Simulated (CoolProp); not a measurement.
Vapour-liquid equilibrium of ammonia (1) + benzene (2) at 342 K; x and y are mole fractions of (1).

Values from CoolProp's multi-fluid Helmholtz-energy mixture model, Gao 2020 and Thol 2012; pair parameters Bell 2016.

```tsv
x	bubble pressure, mixture model (bar)	bubble pressure, Raoult's law (bar)	y, mixture model	y, Raoult's law
0.05	3.642	2.285	0.801	0.706
0.125	7.835	4.652	0.906	0.867
0.2	___	7.018	0.935	0.919
0.275	___	9.384	0.948	0.945
0.35	17.05	11.75	0.956	0.961
0.425	18.96	14.12	___	0.971
0.5	20.49	16.48	0.964	0.979
0.575	21.82	18.85	0.967	0.984
0.65	23.09	21.22	0.970	0.988
0.725	24.48	23.58	0.974	0.992
0.8	26.10	25.95	0.979	0.995
0.875	28.06	28.31	___	0.997
0.95	30.43	30.68	0.993	0.999
```

Fill in the missing entries.


- 0.2, bubble pressure, mixture model (bar): 11.54
- 0.275, bubble pressure, mixture model (bar): 14.61
- 0.425, y, mixture model: 0.960
- 0.875, y, mixture model: 0.985

The largest gap from Raoult's law is +68.4 % in bubble pressure, at x = 0.125. No azeotrope shows between x = 0.05 and 0.95.

Pair parameters are fitted to limited data, so mixtures are less certain than the pure fluids. The gap from Raoult's law changes sign with composition, which may be real or a fault of the pair parameters; it wasn't checked against measurements. With so large a gap from Raoult's law the liquid may split in two, which this calculation doesn't test in full.
